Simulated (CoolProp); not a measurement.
Values from CoolProp's reference Helmholtz-energy equation of state, Lemmon 2003. It is a pseudo-pure fit of the blend.

Problem. For R404A, give the phase and the expansivity (1/kK), conductivity (mW/(m K)) at -58.65 °C and 0.101 MPa.

Solution. 
- -58.65 °C and 0.101 MPa: liquid; expansivity 2.23, conductivity 97.0

Thermal conductivity comes from a separate model (Geller 2001).
